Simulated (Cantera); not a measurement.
A closed system holds: 1 mol CaO, 2 mol NF₃, 12 mol H₂, held at 1602 °C and 690 Torr.

These are equilibrium values from Cantera (NASA tables, ideal gas, pure condensed phases), not measurements of a reactor. Candidate condensed phases: Ca, CaF₂, CaO, Ca(OH)₂, H₂O; 47 gas species. Equilibrium is a limit: real reactors are often held back by kinetics, nucleation or transport.

Base state: H₂ 0.599, HF 0.266, N₂ 0.0666, H₂O 0.0666, CaF₂ 0.000959, H 0.000529 (mole fractions); condensed: CaF₂(l).

### Question
What changes in the equilibrium state with this change: CaO replaced by CuO?

### Answer
```
species         before     after
------------  --------  --------
H₂               0.599     0.499
HF               0.266     0.374
N₂              0.0666    0.0624
H₂O             0.0666    0.0624
Cu                   0   0.00135
CaF₂          0.000959         0
CuF                  0  0.000313
H             0.000529  0.000483
CaF₂(l), mol     0.986         0
Cu(l), mol           0     0.973
```
Further candidate phases: Cu, CuF₂, CuO, Cu(OH)₂, Cu₂O.
